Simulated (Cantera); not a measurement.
## Premixed flame

A freely propagating, adiabatic, planar premixed flame of H2 : O2 : N2 = 1.3 : 0.385 : 1.58 (molar parts), equivalence ratio 1.7, unburnt at 425 K and 1.01 bar; mixture-averaged transport, grid criteria slope 0.08 and curve 0.16, no radiation.

Detailed kinetics in Cantera: the H2/O2 subset of GRI-Mech 3.0, which has no nitrogen chemistry. Burning velocities carry a grid error of a few per cent, more on coarse grids.

```tsv
z (mm)	T (K)	u (m/s)	x H2	x O2	x H	x H2O	x O	x OH
-1.15	425	4.86	0.398	0.118	<1e-8	<1e-8	<1e-8	<1e-8
-0.767	425	4.86	0.398	0.118	<1e-8	<1e-8	<1e-8	<1e-8
-0.575	425	4.86	0.398	0.118	<1e-8	<1e-8	<1e-8	<1e-8
-0.383	425	4.86	0.398	0.118	<1e-8	1.64e-7	<1e-8	<1e-8
-0.192	445	5.06	0.394	0.118	3.73e-5	0.000515	3.94e-6	3.30e-5
-0.0958	717	7.92	0.358	0.112	0.00568	0.0218	0.000215	0.000893
0	1146	12.3	0.270	0.0797	0.0364	0.0954	0.00264	0.00187
0.0958	1441	15.3	0.181	0.0280	0.0691	0.193	0.00442	0.00429
0.192	1578	16.7	0.151	0.00732	0.0764	0.234	0.00313	0.00522
0.383	1701	17.8	0.149	0.00183	0.0676	0.246	0.00216	0.00580
0.767	1821	18.9	0.156	0.00110	0.0530	0.250	0.00154	0.00587
1.53	1936	19.9	0.163	0.000639	0.0386	0.254	0.000931	0.00529
3.07	2030	20.8	0.169	0.000318	0.0263	0.259	0.000477	0.00423
```
x: mole fraction of selected species; z is measured from the peak of heat release.

laminar burning velocity: 486 cm/s
thermal thickness: 0.383 mm
peak x(H): 0.0764
peak x(O): 0.00450
peak x(OH): 0.00592
grid points: 120
